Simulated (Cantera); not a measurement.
# Adiabatic ignition

An adiabatic, constant-volume homogeneous reactor starts with 5.59 % CH₃OH, 16.8 % O₂, 63.1 % N₂, 14.5 % H₂O, equivalence ratio 0.50, at 1350 K and 5.00 bar.

Model: GRI-Mech 3.0 (53 species, 325 reactions), integrated in Cantera. GRI-Mech 3.0 was tuned for natural gas; its chemistry of methanol as a main component is partial and can be far from experiment.

```json
[
 {"t (s)": "1.00e-6", "T (K)": "1350", "P (bar)": "5.00", "x CH₃OH": "0.0559", "x O₂": "0.168", "x H₂O": "0.145", "x N₂O": "<1e-12", "x H₂O₂": "5.03e-10", "x C₂H₄": "<1e-12"},
 {"t (s)": "2.49e-6", "T (K)": "1350", "P (bar)": "5.00", "x CH₃OH": "0.0559", "x O₂": "0.168", "x H₂O": "0.145", "x N₂O": "<1e-12", "x H₂O₂": "3.51e-9", "x C₂H₄": "3.43e-12"},
 {"t (s)": "6.22e-6", "T (K)": "1350", "P (bar)": "5.00", "x CH₃OH": "0.0559", "x O₂": "0.168", "x H₂O": "0.145", "x N₂O": "3.70e-12", "x H₂O₂": "2.31e-8", "x C₂H₄": "3.23e-11"},
 {"t (s)": "1.55e-5", "T (K)": "1350", "P (bar)": "5.00", "x CH₃OH": "0.0558", "x O₂": "0.168", "x H₂O": "0.145", "x N₂O": "2.51e-11", "x H₂O₂": "1.58e-7", "x C₂H₄": "2.13e-10"},
 {"t (s)": "3.87e-5", "T (K)": "1350", "P (bar)": "5.00", "x CH₃OH": "0.0558", "x O₂": "0.168", "x H₂O": "0.145", "x N₂O": "1.76e-10", "x H₂O₂": "1.18e-6", "x C₂H₄": "7.51e-10"},
 {"t (s)": "9.65e-5", "T (K)": "1350", "P (bar)": "5.00", "x CH₃OH": "0.0554", "x O₂": "0.167", "x H₂O": "0.145", "x N₂O": "1.31e-9", "x H₂O₂": "1.19e-5", "x C₂H₄": "1.64e-9"},
 {"t (s)": "0.000241", "T (K)": "2201", "P (bar)": "8.53", "x CH₃OH": "<1e-12", "x O₂": "0.0878", "x H₂O": "0.235", "x N₂O": "1.54e-6", "x H₂O₂": "1.83e-6", "x C₂H₄": "<1e-12"},
 {"t (s)": "0.000601", "T (K)": "2419", "P (bar)": "9.25", "x CH₃OH": "<1e-12", "x O₂": "0.0799", "x H₂O": "0.244", "x N₂O": "1.49e-6", "x H₂O₂": "1.24e-6", "x C₂H₄": "<1e-12"},
 {"t (s)": "0.00150", "T (K)": "2417", "P (bar)": "9.24", "x CH₃OH": "<1e-12", "x O₂": "0.0795", "x H₂O": "0.244", "x N₂O": "1.49e-6", "x H₂O₂": "1.23e-6", "x C₂H₄": "<1e-12"},
 {"t (s)": "0.00374", "T (K)": "2413", "P (bar)": "9.22", "x CH₃OH": "<1e-12", "x O₂": "0.0786", "x H₂O": "0.244", "x N₂O": "1.48e-6", "x H₂O₂": "1.21e-6", "x C₂H₄": "<1e-12"},
 {"t (s)": "0.00932", "T (K)": "2406", "P (bar)": "9.20", "x CH₃OH": "<1e-12", "x O₂": "0.0770", "x H₂O": "0.244", "x N₂O": "1.47e-6", "x H₂O₂": "1.18e-6", "x C₂H₄": "<1e-12"},
 {"t (s)": "0.0233", "T (K)": "2400", "P (bar)": "9.17", "x CH₃OH": "<1e-12", "x O₂": "0.0756", "x H₂O": "0.244", "x N₂O": "1.48e-6", "x H₂O₂": "1.15e-6", "x C₂H₄": "<1e-12"},
 {"t (s)": "0.0580", "T (K)": "2399", "P (bar)": "9.16", "x CH₃OH": "<1e-12", "x O₂": "0.0752", "x H₂O": "0.244", "x N₂O": "1.48e-6", "x H₂O₂": "1.14e-6", "x C₂H₄": "<1e-12"},
 {"t (s)": "0.145", "T (K)": "2399", "P (bar)": "9.16", "x CH₃OH": "<1e-12", "x O₂": "0.0752", "x H₂O": "0.244", "x N₂O": "1.48e-6", "x H₂O₂": "1.14e-6", "x C₂H₄": "<1e-12"},
 {"t (s)": "0.361", "T (K)": "2399", "P (bar)": "9.16", "x CH₃OH": "<1e-12", "x O₂": "0.0752", "x H₂O": "0.244", "x N₂O": "1.48e-6", "x H₂O₂": "1.14e-6", "x C₂H₄": "<1e-12"},
 {"t (s)": "0.900", "T (K)": "2399", "P (bar)": "9.16", "x CH₃OH": "<1e-12", "x O₂": "0.0752", "x H₂O": "0.244", "x N₂O": "1.48e-6", "x H₂O₂": "1.14e-6", "x C₂H₄": "<1e-12"}
]
```
x: mole fraction; the columns are a selection and need not sum to one.

* **time of steepest temperature rise**: 0.238 ms
* **temperature at 0.900 s**: 2399 K
* **equilibrium temperature**: 2399 K
* **x(CH₃OH) at 0.900 s**: <1e-12 (gas-phase equilibrium <1e-12)
* **x(O₂) at 0.900 s**: 0.0752 (gas-phase equilibrium 0.0752)
* **x(H₂O) at 0.900 s**: 0.244 (gas-phase equilibrium 0.244)
